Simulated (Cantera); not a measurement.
Mixture: CH₄ : CO : O₂ : N₂ = 1 : 0.051 : 0.965 : 3.63 (molar parts), at 4.90 bar, adiabatic and at constant pressure. Ignition delay is the time to a rise of 400 K.

Computed with Cantera and GRI-Mech 3.0 (53 species, 325 reactions).

Q: Predict: delay at 1100 K; delay at 1200 K; delay at 1300 K; delay at 1400 K; apparent activation energy between 1350 and 1450 K.

A: 
```
Property                                                 Value
--------------------------------------------------  ----------
delay at 1100 K                                        70.0 ms
delay at 1200 K                                        17.0 ms
delay at 1300 K                                        4.77 ms
delay at 1400 K                                        1.48 ms
apparent activation energy between 1350 and 1450 K  180 kJ/mol
```
